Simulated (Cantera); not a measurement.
An isothermal, constant-pressure homogeneous reactor starts with C2H4 : H2 = 1 : 8.6 (molar parts), at 1500 K and 1330 Pa. Integrator tolerance rtol = 1e-08.

Detailed kinetics in Cantera: GRI-Mech 3.0 (53 species, 325 reactions). GRI-Mech 3.0 was tuned for natural gas; its chemistry of ethylene as a main component is partial and can be far from experiment. GRI-Mech 3.0 stops at C3 and has no aromatics, soot or wall deposition, so with more carbon than oxygen in the feed, carbon stays in small species such as C2H2 where larger ones or solid carbon would form. Radical loss at walls, strong at low pressure, is not modelled.

Task: What does this change do: pressure from 1330 Pa to 46.0 Pa?

Result: 
| quantity | before | after |
|---|---|---|
| x(C2H4) at 100 s | 0.000318 (gas-phase equilibrium 0.000315) | 1.19e-5 (gas-phase equilibrium 1.11e-5) |
| x(H2) at 100 s | 0.905 (gas-phase equilibrium 0.904) | 0.905 (gas-phase equilibrium 0.905) |
| x(CH3) at 100 s | 3.32e-6 (gas-phase equilibrium 9.65e-6) | 4.57e-8 (gas-phase equilibrium 1.81e-6) |
| x(C2H6) at 100 s | 1.97e-8 (gas-phase equilibrium 3.28e-8) | 2.12e-11 (gas-phase equilibrium 3.97e-11) |
| x(H) at 100 s | 0.000147 (gas-phase equilibrium 0.000146) | 0.000510 (gas-phase equilibrium 0.000786) |
| x(C2H) at 100 s | 2.86e-8 (gas-phase equilibrium 2.82e-8) | 1.00e-7 (gas-phase equilibrium 1.54e-7) |
